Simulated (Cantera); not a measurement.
A freely propagating, adiabatic, planar premixed flame of 47.4 % H₂, 9.48 % O₂, 33.2 % N₂, 9.95 % H₂O, unburnt at 375 K and 0.830 bar; unity-Lewis-number transport, grid criteria slope 0.08 and curve 0.16, no radiation.

Cantera simulation using the H2/O2 subset of GRI-Mech 3.0, which has no nitrogen chemistry; the numbers are that mechanism's predictions, not measurements. Unity Lewis numbers drop preferential diffusion, which matters most where H2 and H carry the flame. Burning velocities carry a grid error of a few per cent, more on coarse grids.

x: mole fraction of selected species; z is measured from the peak of heat release.

```json
[
 {"z (mm)": "-1.38", "T (K)": "375", "u (m/s)": "1.83", "x H₂": "0.474", "x O₂": "0.0948", "x H₂O": "0.0995", "x H₂O₂": "<1e-8", "x HO₂": "1.11e-8", "x OH": "<1e-8"},
 {"z (mm)": "-0.919", "T (K)": "375", "u (m/s)": "1.83", "x H₂": "0.474", "x O₂": "0.0948", "x H₂O": "0.0995", "x H₂O₂": "?", "x HO₂": "?", "x OH": "<1e-8"},
 {"z (mm)": "-0.690", "T (K)": "376", "u (m/s)": "1.83", "x H₂": "0.474", "x O₂": "0.0947", "x H₂O": "0.0996", "x H₂O₂": "?", "x HO₂": "?", "x OH": "<1e-8"},
 {"z (mm)": "-0.460", "T (K)": "382", "u (m/s)": "1.86", "x H₂": "0.473", "x O₂": "0.0944", "x H₂O": "0.100", "x H₂O₂": "2.25e-6", "x HO₂": "1.06e-5", "x OH": "<1e-8"},
 {"z (mm)": "-0.230", "T (K)": "507", "u (m/s)": "2.45", "x H₂": "0.461", "x O₂": "0.0871", "x H₂O": "0.117", "x H₂O₂": "2.25e-5", "x HO₂": "0.000218", "x OH": "1.32e-5"},
 {"z (mm)": "-0.115", "T (K)": "795", "u (m/s)": "3.78", "x H₂": "0.429", "x O₂": "0.0689", "x H₂O": "0.158", "x H₂O₂": "1.61e-5", "x HO₂": "0.000185", "x OH": "0.000221"},
 {"z (mm)": "0", "T (K)": "1127", "u (m/s)": "5.24", "x H₂": "0.368", "x O₂": "0.0396", "x H₂O": "0.223", "x H₂O₂": "2.08e-6", "x HO₂": "6.02e-5", "x OH": "0.000538"},
 {"z (mm)": "0.115", "T (K)": "1338", "u (m/s)": "6.14", "x H₂": "0.312", "x O₂": "0.0146", "x H₂O": "0.276", "x H₂O₂": "4.32e-7", "x HO₂": "1.80e-5", "x OH": "0.00111"},
 {"z (mm)": "0.230", "T (K)": "1447", "u (m/s)": "6.59", "x H₂": "0.290", "x O₂": "0.00418", "x H₂O": "0.300", "x H₂O₂": "3.21e-7", "x HO₂": "4.64e-6", "x OH": "0.00142"},
 {"z (mm)": "0.460", "T (K)": "1547", "u (m/s)": "6.99", "x H₂": "0.288", "x O₂": "0.000428", "x H₂O": "0.310", "x H₂O₂": "2.27e-7", "x HO₂": "4.43e-7", "x OH": "0.00152"},
 {"z (mm)": "0.919", "T (K)": "1632", "u (m/s)": "7.32", "x H₂": "0.296", "x O₂": "5.81e-5", "x H₂O": "0.313", "x H₂O₂": "1.31e-7", "x HO₂": "6.99e-8", "x OH": "0.00133"},
 {"z (mm)": "1.84", "T (K)": "1699", "u (m/s)": "7.58", "x H₂": "0.302", "x O₂": "2.35e-5", "x H₂O": "0.315", "x H₂O₂": "6.27e-8", "x HO₂": "3.18e-8", "x OH": "0.000994"},
 {"z (mm)": "3.68", "T (K)": "1745", "u (m/s)": "7.75", "x H₂": "0.307", "x O₂": "9.03e-6", "x H₂O": "0.317", "x H₂O₂": "2.64e-8", "x HO₂": "1.36e-8", "x OH": "0.000664"}
]
```

### Question
What belongs in the gaps?

### Answer

- -0.919, x H₂O₂: 3.97e-8
- -0.919, x HO₂: 1.76e-7
- -0.690, x H₂O₂: 2.31e-7
- -0.690, x HO₂: 1.03e-6
